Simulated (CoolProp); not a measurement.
The fluid at 298.15 K and 1.64 MPa flows at 3 m/s in a round tube of 6 mm bore and 15 µm roughness, fully developed (64/Re and Nu = 3.66 if laminar; Colebrook and Gnielinski if turbulent). The same conditions are run with several fluids, on thermodynamics alone (safety and materials aside).

Model: reference Helmholtz-energy equation of state of each fluid (carbon dioxide: Span 1996; methane: Setzmann 1991; oxygen: Schmidt 1985; CF4 (R14): Platzer 1990; R13: Platzer 1990), in CoolProp. The equations of Platzer and Polt are older, rougher fits.

| fluid | Reynolds number | Darcy friction factor | pressure drop (Pa/m) | heat-transfer coefficient (W/(m² K)) | mass flow (kg/h) |
|---|---|---|---|---|---|
| carbon dioxide | 37900 | 0.0283 | 677 | [?] | 9.73 |
| methane | 17200 | 0.0313 | 257 | [?] | [?] |
| oxygen | 18400 | 0.0310 | 498 | 261 | 6.53 |
| CF4 (R14) | 61500 | 0.0271 | [?] | 509 | [?] |
| R13 | 100000 | 0.0263 | 1640 | 685 | 25.4 |

Q: Some entries are withheld; supply them.

A: 
- carbon dioxide, heat-transfer coefficient (W/(m² K)): 353
- methane, heat-transfer coefficient (W/(m² K)): 326
- methane, mass flow (kg/h): 3.33
- CF4 (R14), pressure drop (Pa/m): 1260
- CF4 (R14), mass flow (kg/h): 18.9

Transport values come from each fluid's own correlations; those of CF4 (R14), R13 are estimates that may be off by 10 % or more.
